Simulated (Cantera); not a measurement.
An isothermal, constant-pressure homogeneous reactor starts with NH3 : H2 = 1 : 0.81 (molar parts), at 1950 K and 18000 Pa. Integrator tolerance rtol = 1e-08.

Detailed kinetics in Cantera: the gas-phase N/H chemistry of the illustrative SiF4/NH3 mechanism in the Surface Chemkin manual (1991). Walls and surfaces, which speed up NH3 decomposition in real reactors, are not modelled.

Problem. What does this change do: temperature 1950 to 1600 K?

Solution. 
| quantity | before | after |
|---|---|---|
| x(NH3) at 200 s | 3.56e-6 (gas-phase equilibrium 1.23e-6) | 0.0288 (gas-phase equilibrium 2.61e-6) |
| x(H2) at 200 s | 0.820 (gas-phase equilibrium 0.820) | 0.802 (gas-phase equilibrium 0.822) |
| x(N2H2) at 200 s | <1e-12 (gas-phase equilibrium <1e-12) | 3.71e-9 (gas-phase equilibrium <1e-12) |
| x(H) at 200 s | 0.00246 (gas-phase equilibrium 0.00246) | 9.77e-5 (gas-phase equilibrium 0.000117) |
| x(NH2) at 200 s | 3.05e-8 (gas-phase equilibrium 1.05e-8) | 8.34e-6 (gas-phase equilibrium 8.83e-10) |
